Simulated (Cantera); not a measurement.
A closed system holds: 1 mol Si3N4, a varied amount of O2, 630 mol H2, at 1323 K and 0.230 Pa.

These are equilibrium values from Cantera (NASA tables, ideal gas, pure condensed phases), not measurements of a reactor. Candidate condensed phases: H2O, Si, SiO2, Si2N2O, Si3N4; 35 gas species. The tables hold silica as quartz up to 1696 K and as liquid above; real silica turns to tridymite and cristobalite and melts near 1996 K. Rates play no part.

Which condensed phases are stable at each of these points (n(O2) (mol)): 0.0028, 0.0062, 0.014, 0.031, 0.069, 0.15, 0.35, 0.77, 1.7?


| n(O2) (mol) | condensed phases | Si condensed (%) |
|---|---|---|
| 0.0028 | Si(s) | 99.0 |
| 0.0062 | Si(s) | 98.8 |
| 0.014 | Si(s) | 98.2 |
| 0.031 | Si(s) | 97.1 |
| 0.069 | Si(s) | 94.6 |
| 0.15 | Si(s) | 89.2 |
| 0.35 | Si(s) | 75.8 |
| 0.77 | Si(s) | 47.8 |
| 1.7 | SiO2(β-quartz) | 3.2 |

From 0.0028 mol O2 to 0.77 mol O2 the condensed part is Si(s). At 1.7 mol O2 the condensed part is SiO2(β-quartz).
